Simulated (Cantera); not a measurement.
Feed: 1 mol C₃H₈, 0.041 mol O₂, held at 2498.15 K and 1.40 mbar.

Method: chemical equilibrium by Gibbs-energy minimisation in Cantera with the NASA 1993 tables (ideal gas, pure condensed phases). Candidate condensed phases: C, C₆H₆, C₇H₈, C₈H₁₈, H₂O; 110 gas species. Kinetics and transport are ignored.

Problem. What is the equilibrium state?

Solution. 
| Item | Value |
|---|---|
| x(H₂) | 0.505 |
| x(H) | 0.474 |
| x(CO) | 0.0153 |
| x(C₂H₂ (acetylene)) | 0.00542 |
| x(C₂H) | 0.000364 |
| x(C₃) | 0.000345 |
| x(C) | 0.000116 |
| x(C₂) | 3.18e-5 |
| x(C₄H₂) | 2.40e-5 |
| n(C(graphite)) | 2.85 mol |
| gas amount | 5.353 mol |
